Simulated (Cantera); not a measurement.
An isothermal, constant-pressure homogeneous reactor starts with 76.9 % NH3, 23.1 % H2, at 1850 K and 1.50 bar.

Cantera simulation using the gas-phase N/H chemistry of the illustrative SiF4/NH3 mechanism in the Surface Chemkin manual (1991); the numbers are that mechanism's predictions, not measurements. Walls and surfaces, which speed up NH3 decomposition in real reactors, are not modelled.

x: mole fraction; the columns are a selection and need not sum to one.

| t (s) | x NH3 | x H2 | x NH | x N2H4 | x H | x N2 | x N2H2 |
|---|---|---|---|---|---|---|---|
| 0.000500 | 0.766 | 0.233 | 3.76e-6 | 5.44e-7 | 5.09e-5 | 0.000735 | 2.40e-6 |
| 0.000965 | 0.763 | 0.235 | 3.75e-6 | 5.41e-7 | 5.15e-5 | 0.00164 | 2.39e-6 |
| 0.00186 | 0.757 | 0.240 | 3.75e-6 | 5.35e-7 | 5.26e-5 | 0.00338 | 2.35e-6 |
| 0.00360 | 0.745 | 0.248 | 3.74e-6 | 5.23e-7 | 5.46e-5 | 0.00667 | 2.29e-6 |
| 0.00695 | 0.723 | 0.263 | 3.73e-6 | 5.01e-7 | 5.85e-5 | 0.0128 | 2.17e-6 |
| 0.0134 | 0.684 | 0.291 | 3.69e-6 | 4.63e-7 | 6.58e-5 | 0.0239 | 1.97e-6 |
| 0.0259 | 0.618 | 0.339 | 3.61e-6 | 4.00e-7 | 7.88e-5 | 0.0427 | 1.66e-6 |
| 0.0500 | 0.515 | 0.413 | 3.42e-6 | 3.09e-7 | 0.000101 | 0.0718 | 1.24e-6 |
| 0.0965 | 0.378 | 0.511 | 3.07e-6 | 1.99e-7 | 0.000137 | 0.110 | 7.70e-7 |
| 0.186 | (withheld) | (withheld) | (withheld) | (withheld) | (withheld) | (withheld) | (withheld) |
| 0.360 | 0.117 | 0.698 | 1.76e-6 | 3.43e-8 | 0.000249 | 0.184 | 1.34e-7 |
| 0.695 | 0.0495 | 0.747 | 1.02e-6 | 8.30e-9 | 0.000312 | 0.203 | 3.42e-8 |
| 1.34 | 0.0196 | 0.768 | 5.00e-7 | 1.61e-9 | 0.000356 | 0.212 | 6.92e-9 |
| 2.59 | (withheld) | 0.776 | (withheld) | 3.08e-10 | 0.000378 | 0.215 | (withheld) |
| 5.00 | 0.00368 | 0.780 | 1.08e-7 | 6.50e-11 | 0.000387 | 0.216 | 2.89e-10 |

Q: Some entries are withheld; supply them.

A: 
- 0.186, x NH3: 0.234
- 0.186, x H2: 0.615
- 0.186, x NH: 2.50e-6
- 0.186, x N2H4: 9.85e-8
- 0.186, x H: 0.000187
- 0.186, x N2: 0.151
- 0.186, x N2H2: 3.75e-7
- 2.59, x NH3: 0.00816
- 2.59, x NH: 2.31e-7
- 2.59, x N2H2: 1.36e-9
